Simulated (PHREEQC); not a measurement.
Solution (25 °C): 0.28 mol ZnCl2, 0.0069 mol NaBr and 0.059 mol MnSO4 per kg of water. It is in equilibrium with CO2 at log p = -2 (atm). Otherwise closed; pH follows from the charge balance.

Model: ion-association model, phreeqc.dat, run in PHREEQC.

This is a speciation only: nothing precipitates in the calculation.

Task: Order these C species by the share of C that they hold, largest first: ZnHCO3+, CO2, MnHCO3+, HCO3-.

Result: CO2 (87 %), ZnHCO3+ (9.0 %), HCO3- (2.3 %), MnHCO3+ (1.8 %)

The pH is 4.53 and the ionic strength 0.787 mol/kgw. Ionic strength above about 0.7 mol/kgw puts this run outside the model's range.
